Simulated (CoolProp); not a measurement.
Propane along the isotherm -41.65 °C: fugacity coefficient from the reference equation and from simpler models built on Tc = 96.7 °C, pc = 4.251 MPa, ω = 0.152; each cubic takes its own stable root.

Values from CoolProp's reference Helmholtz-energy equation of state, Lemmon 2009.

```
p (MPa)   phase  reference  Redlich-Kwong  Soave-Redlich-Kwong  Peng-Robinson
-------  ------  ---------  -------------  -------------------  -------------
0.0672      gas     0.9763         0.9804               0.9794         0.9786
0.127    liquid     0.7854         0.9630               0.7814         0.7907
0.242    liquid     0.4140         0.5337               0.4121         0.4167
0.458    liquid     0.2206         0.2846               0.2197         0.2219
0.868    liquid     0.1183         0.1528               0.1179         0.1189
1.65     liquid    0.06419        0.08307              0.06408        0.06437
3.12     liquid    0.03596        0.04673              0.03601        0.03593
5.91     liquid    0.02118        0.02771              0.02133        0.02100
11.2     liquid    0.01373        0.01819              0.01396        0.01342
21.3     liquid    0.01064        0.01440              0.01101        0.01012
```

At some of these states Redlich-Kwong gives the other phase, because its saturation line lies elsewhere.
